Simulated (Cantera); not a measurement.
An isothermal, constant-pressure homogeneous reactor starts with 25.5 % NO, 73.9 % N₂, 0.612 % H₂O, at 1900 K and 0.415 atm.

Computed with Cantera and GRI-Mech 3.0 (53 species, 325 reactions).

Task: Predict: x(NO) at 20.0 s; x(NO₂) at 20.0 s; x(N₂O) at 20.0 s; x(O) at 20.0 s; x(N₂) at 20.0 s; x(O₂) at 20.0 s.

Result: 
```json
{
 "x(NO) at 20.0 s": "0.0226 (gas-phase equilibrium 0.00465)",
 "x(NO₂) at 20.0 s": "2.24e-5 (gas-phase equilibrium 4.78e-6)",
 "x(N₂O) at 20.0 s": "3.58e-7 (gas-phase equilibrium 1.79e-7)",
 "x(O) at 20.0 s": "0.000158 (gas-phase equilibrium 0.000164)",
 "x(N₂) at 20.0 s": "0.855 (gas-phase equilibrium 0.864)",
 "x(O₂) at 20.0 s": "0.116 (gas-phase equilibrium 0.125)"
}
```
